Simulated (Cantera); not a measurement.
Cantera with NASA thermochemical tables; ideal gases at 1 bar, condensed phases pure. Values are per mole of reaction as written; species without (g) are pure solids or liquids, kept so even where they would boil at 1 bar.

1.333 Ti + O2(g) = 0.6667 Ti2O3

```
T (K)  ΔH° (kJ)  ΔS° (J/K)  ΔG° (kJ)  log10 K  condensed phases
-----  --------  ---------  --------  -------  ----------------
1625     -993.0     -167.4    -721.0    23.18   Ti(β), Ti2O3(s)
1825     -989.9     -165.6    -687.7    19.68   Ti(β), Ti2O3(s)
2025    -1007.8     -174.8    -653.9    16.87   Ti(l), Ti2O3(s)
2225          ?          ?         ?        ?   Ti(l), Ti2O3(l)
2425     -936.7     -141.2    -594.3    12.80   Ti(l), Ti2O3(l)
2625          ?          ?         ?        ?   Ti(l), Ti2O3(l)
```

### Question
Fill in the missing entries.

### Answer

- 2225, ΔH° (kJ): -937.4
- 2225, ΔS° (J/K): -141.5
- 2225, ΔG° (kJ): -622.6
- 2225, log10 K: 14.62
- 2625, ΔH° (kJ): -936.1
- 2625, ΔS° (J/K): -140.9
- 2625, ΔG° (kJ): -566.1
- 2625, log10 K: 11.26
